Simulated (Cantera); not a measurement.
Input: 1 mol B₂O₃, 0.22 mol H₂O, 65 mol H₂, held at 1598 K and 1.00 bar.

Cantera equilibrium calculation (NASA polynomials, part measured and part estimated; ideal gas, pure solids and liquids). Candidate condensed phases: B, B₂O₃, B₃O₃H₃, H₂O; 23 gas species. Gases not in the tables: H₃BO₃. Kinetics and transport are ignored.

Base state: H₂ 0.993, HBO₂ 0.00275, H₂O 0.00253, HBO 0.00104, B₂O₃ 0.000141, H 5.31e-5 (mole fractions); condensed: B₂O₃(l).

Problem. What changes in the equilibrium state with this change: H₂O from 0.22 to 12 mol?

Solution. 
| species | before | after |
|---|---|---|
| H₂ | 0.993 | 0.835 |
| H₂O | 0.00253 | 0.144 |
| HBO₂ | 0.00275 | 0.0207 |
| (HBO₂)₃ | 4.66e-7 | 0.000199 |
| HBO | 0.00104 | 0.000116 |
| H | 5.31e-5 | 4.86e-5 |
| B₂O₃ | 0.000141 | 0.000141 |
| B₂O₃(l), mol | 0.866 | 0.157 |

Problem. What changes in the equilibrium state with this change: temperature from 1598 K to 1298.15 K?

Solution. 
| species | before | after |
|---|---|---|
| H₂ | 0.993 | 0.997 |
| H₂O | 0.00253 | 0.00329 |
| HBO₂ | 0.00275 | 0.000173 |
| HBO | 0.00104 | 6.70e-6 |
| B₂O₃ | 0.000141 | 1.77e-7 |
| H | 5.31e-5 | 1.07e-6 |
| B₂O₃(l), mol | 0.866 | 0.994 |

Problem. What changes in the equilibrium state with this change: temperature from 1598 K to 1173 K?

Solution. 
```json
[
 {"species": "H₂", "before": "0.993", "after": "0.997"},
 {"species": "H₂O", "before": "0.00253", "after": "0.00335"},
 {"species": "HBO₂", "before": "0.00275", "after": "3.25e-5"},
 {"species": "HBO", "before": "0.00104", "after": "3.90e-7"},
 {"species": "B₂O₃", "before": "0.000141", "after": "3.72e-9"},
 {"species": "H", "before": "5.31e-5", "after": "1.18e-7"},
 {"species": "B₂O₃(l), mol", "before": "0.866", "after": "0.999"}
]
```
